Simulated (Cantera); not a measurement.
A perfectly stirred reactor is fed with CH4 : H2O : H2 = 1 : 0.36 : 0.13 (molar parts), at 500000 Pa; it is held at 2048 K, and followed from long to short residence time.

Detailed kinetics in Cantera: GRI-Mech 3.0 (53 species, 325 reactions). GRI-Mech 3.0 stops at C3 and has no aromatics, soot or wall deposition, so with more carbon than oxygen in the feed, carbon stays in small species such as C2H2 where larger ones or solid carbon would form.

Question: Predict: x(CH4) at τ = 5.10 s; x(H2O) at τ = 5.10 s; x(H2) at τ = 5.10 s; x(C2H2) at τ = 5.10 s; x(C2H6) at τ = 5.10 s; x(CH4) at τ = 25.0 ms; x(H2O) at τ = 25.0 ms; x(H2) at τ = 25.0 ms; x(C2H2) at τ = 25.0 ms; x(C2H6) at τ = 25.0 ms.

Answer: 
```
Item                       Value
----------------------  --------
x(CH4) at τ = 5.10 s      0.0123
x(H2O) at τ = 5.10 s    0.000187
x(H2) at τ = 5.10 s        0.751
x(C2H2) at τ = 5.10 s      0.106
x(C2H6) at τ = 5.10 s    3.22e-6
x(CH4) at τ = 25.0 ms     0.0243
x(H2O) at τ = 25.0 ms     0.0265
x(H2) at τ = 25.0 ms       0.722
x(C2H2) at τ = 25.0 ms     0.117
x(C2H6) at τ = 25.0 ms   9.77e-6
```
